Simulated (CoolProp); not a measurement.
A single-stage vapour-compression cycle with R410A: evaporating at 265.15 K (dew point), condensing at 299.15 K (bubble point), superheat 2 K, subcooling 2 K, compressor efficiency 0.75, no pressure losses. Each further row changes one setting.

Values from CoolProp's reference Helmholtz-energy equation of state, Lemmon 2003. It is a pseudo-pure fit of the blend.

```tsv
case	cooling COP	pressure ratio	discharge temperature (K)	refrigerating effect (kJ/kg)	volumetric capacity (kJ/m³)
as stated	4.83	2.77	325.1	183	4230
evaporating temperature 270.15 K	5.89	2.35	…	…	5050
condensing temperature 294.15 K	5.85	2.43	317.0	191	4430
subcooling 7 K	5.05	2.77	325.1	191	4430
superheat 12 K	…	2.77	…	193	4200
compressor efficiency 0.65	…	2.77	330.2	183	4230
```

Question: What belongs in the gaps?

Answer: 
- evaporating temperature 270.15 K, discharge temperature (K): 320.9
- evaporating temperature 270.15 K, refrigerating effect (kJ/kg): 185
- superheat 12 K, cooling COP: 4.79
- superheat 12 K, discharge temperature (K): 336.3
- compressor efficiency 0.65, cooling COP: 4.19
